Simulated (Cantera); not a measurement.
A perfectly stirred reactor is fed with N2O : N2 = 1 : 1.2 (molar parts), at 73.5 Torr; it is held at 1300 K, and followed from long to short residence time.

Cantera simulation using GRI-Mech 3.0 (53 species, 325 reactions); the numbers are that mechanism's predictions, not measurements. GRI-Mech 3.0 was tuned for natural gas; its chemistry of N2O as a main component is partial and can be far from experiment. The mechanism lacks the step 2 NO + O2 → 2 NO2, which can matter for NO2 below about 1400 K. The temperature is held fixed by assumption; the heat of reaction is taken as removed at once.

x: mole fraction; the columns are a selection and need not sum to one.

| τ (s) | x N2O | x NO | x O | x O2 | x NO2 |
|---|---|---|---|---|---|
| 18 | 0.0574 | 0.0430 | 6.18e-6 | 0.140 | … |
| 7.4 | 0.114 | 0.0391 | 6.88e-6 | 0.119 | … |
| 3.0 | 0.203 | 0.0298 | 7.28e-6 | 0.0877 | … |
| 1.2 | 0.302 | 0.0183 | 7.47e-6 | 0.0529 | … |
| 0.51 | 0.374 | 0.00970 | 7.54e-6 | 0.0279 | … |
| 0.21 | 0.417 | 0.00448 | 7.58e-6 | 0.0129 | … |
| 0.085 | 0.439 | 0.00191 | 7.59e-6 | 0.00547 | … |
| 0.035 | 0.448 | 0.000801 | 7.58e-6 | 0.00230 | … |
| 0.014 | 0.452 | 0.000322 | 7.55e-6 | 0.000924 | … |
| 0.0058 | 0.453 | 0.000133 | 7.48e-6 | 0.000380 | … |

### Question
Fill in the missing entries.

### Answer

- 18, x NO2: 4.28e-5
- 7.4, x NO2: 3.80e-5
- 3.0, x NO2: 2.81e-5
- 1.2, x NO2: 1.66e-5
- 0.51, x NO2: 8.37e-6
- 0.21, x NO2: 3.52e-6
- 0.085, x NO2: 1.24e-6
- 0.035, x NO2: 3.70e-7
- 0.014, x NO2: 8.54e-8
- 0.0058, x NO2: 1.74e-8
